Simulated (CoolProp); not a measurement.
Vapour-liquid equilibrium of CH2F2 (R32) (1) + R143a (2) at 257.5 K; x and y are mole fractions of (1).

The numbers come from the multi-fluid Helmholtz-energy mixture model, Tillner-Roth 1997 and Lemmon and Jacobsen 2000; pair parameters Bell 2016 in CoolProp.

| x | bubble pressure, mixture model (MPa) | bubble pressure, Raoult's law (MPa) | y, mixture model | y, Raoult's law |
|---|---|---|---|---|
| 0.05 | 0.3819 | 0.3742 | 0.078 | 0.064 |
| 0.15 | 0.4054 | 0.3850 | 0.213 | 0.186 |
| 0.25 | 0.4254 | 0.3958 | 0.328 | 0.301 |
| 0.35 | 0.4421 | 0.4066 | 0.427 | 0.410 |
| 0.45 | 0.4557 | 0.4174 | 0.517 | 0.514 |
| 0.55 | 0.4665 | 0.4282 | 0.601 | 0.612 |
| 0.65 | 0.4744 | 0.4389 | 0.682 | 0.706 |
| 0.75 | 0.4795 | 0.4497 | 0.764 | 0.795 |
| 0.85 | 0.4813 | 0.4605 | 0.850 | 0.880 |
| 0.95 | 0.4794 | 0.4713 | 0.946 | 0.961 |

The largest gap from Raoult's law is +9.2 % in bubble pressure, at x = 0.45. y crosses x between x = 0.85 and 0.95: the model has an azeotrope there.

Pair parameters are fitted to limited data, so mixtures are less certain than the pure fluids.
